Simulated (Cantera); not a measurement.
Input: 1 mol trisilylamine, 0.34 mol NH3, 2.3 mol N2, at 927 °C and 0.00810 bar.

Method: chemical equilibrium by Gibbs-energy minimisation in Cantera with the NASA 1993 tables (ideal gas, pure condensed phases). Candidate condensed phases: Si, Si3N4; 18 gas species. The feed counts by its element totals alone. The numbers say what is thermodynamically allowed, not how fast it happens.

Base state: H2 0.838, N2 0.162 (mole fractions); condensed: Si3N4(s).

### Question
What changes in the equilibrium state with this change: trisilylamine replaced by SiHCl3?

### Answer
| species | before | after |
|---|---|---|
| N2 | 0.162 | 0.497 |
| HCl | 0 | 0.326 |
| SiCl4 | 0 | 0.0938 |
| H2 | 0.838 | 0.0778 |
| SiCl3 | 0 | 0.00357 |
| SiCl2 | 0 | 0.00119 |
| SiHCl3 | 0 | 0.000608 |
| Si3N4(s), mol | 1.00 | 0.195 |
The tables' values for SiCl3 are old estimates; treat these amounts as uncertain. Further candidate phases: NH4Cl.
